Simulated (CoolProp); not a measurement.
Ammonia along the isotherm 142.45 °C: Z from the reference equation and from simpler models built on Tc = 132.4 °C, pc = 11360 kPa, ω = 0.256; each cubic takes its own stable root.

The numbers come from the reference Helmholtz-energy equation of state, Gao 2020 in CoolProp.

| p (kPa) | phase | reference |
|---|---|---|
| 180 | gas | 0.9946 |
| 341 | gas | 0.9898 |
| 646 | gas | 0.9805 |
| 1220 | gas | 0.9628 |
| 2320 | gas | 0.9277 |
| 4400 | gas | 0.8563 |
| 8340 | gas | 0.6944 |
| 15800 | supercritical | 0.2278 |
| 30000 | supercritical | 0.3375 |
| 56800 | supercritical | 0.5629 |

Question: How far does each simpler model (van der Waals, Redlich-Kwong, Peng-Robinson) lie from the reference over these 10 states: mean and median of the absolute difference, and the worst?

Answer: 
- van der Waals: mean 18.1 %, median 2.0 %, worst +59.0 % at 142.45 °C and 56800 kPa
- Redlich-Kwong: mean 9.4 %, median 0.8 %, worst +33.5 % at 142.45 °C and 15800 kPa
- Peng-Robinson: mean 5.9 %, median 0.2 %, worst +26.4 % at 142.45 °C and 15800 kPa
